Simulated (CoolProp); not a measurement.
Vapour-liquid equilibrium of ethanol (1) + n-decane (2) at 316 kPa; x and y are mole fractions of (1).

The numbers come from the multi-fluid Helmholtz-energy mixture model, Schroeder 2014 and Lemmon 2006; pair parameters Bell 2016 in CoolProp.

| x | bubble temperature (°C) | y at the bubble point | dew temperature at overall composition x (°C) | liquid density (mol/L) |
|---|---|---|---|---|
| 0.05 | 169.3 | 0.705 | 222.1 | 4.422 |
| 0.15 | 132.7 | 0.900 | 216.1 | 5.021 |
| 0.25 | 122.9 | 0.930 | 209.7 | [?] |
| 0.35 | 119.5 | 0.939 | 202.9 | 6.061 |
| 0.45 | 118.2 | 0.943 | [?] | 6.697 |
| 0.55 | 117.3 | 0.946 | 186.5 | 7.475 |
| 0.65 | 116.4 | 0.949 | 176.1 | 8.456 |
| 0.75 | 115.2 | 0.956 | 163.1 | 9.726 |
| 0.85 | 113.5 | 0.967 | 145.2 | 11.42 |
| 0.95 | [?] | 0.986 | [?] | 13.74 |

Problem. What belongs in the gaps?

Solution. 
- 0.25, liquid density (mol/L): 5.520
- 0.45, dew temperature at overall composition x (°C): 195.2
- 0.95, bubble temperature (°C): 111.5
- 0.95, dew temperature at overall composition x (°C): 116.3

No azeotrope shows between x = 0.05 and 0.95.

Pair parameters are fitted to limited data, so mixtures are less certain than the pure fluids. With so large a gap from Raoult's law the liquid may split in two, which this calculation doesn't test in full.
